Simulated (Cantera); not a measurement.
Charge: 1 mol CaO, 0.72 mol F2, 4.4 mol N2, held at 750 Torr.

These are equilibrium values from Cantera (NASA tables, ideal gas, pure condensed phases), not measurements of a reactor. Candidate condensed phases: Ca, CaF2, CaO; 22 gas species. Mutual solubility and eutectic melting of coexisting phases are not modelled. Rates play no part.

### Question
At 1177 °C, list the 3 most abundant gas species with their mole fractions, and the condensed phases.

### Answer
N2 0.924, O2 0.0753, NO 0.000616. Condensed: CaF2(s) + CaO(s).
